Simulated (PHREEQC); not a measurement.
Leach liquor (model solution)

Consider water at 25 °C with 0.0017 mol/kgw HCl and 0.032 mol/kgw MnSO4. Closed to the air; pH follows from the charge balance.

Computed with PHREEQC (ion-association model, phreeqc.dat).

No solid was allowed to form.

Q: Predict the pH, specific conductance.

A: pH 3.10; specific conductance 4160 µS/cm.

Q: In which forms is Mn present?

A: Mn+2 63 %, MnSO4 37 % of the Mn.

Species that the database lacks are ignored.
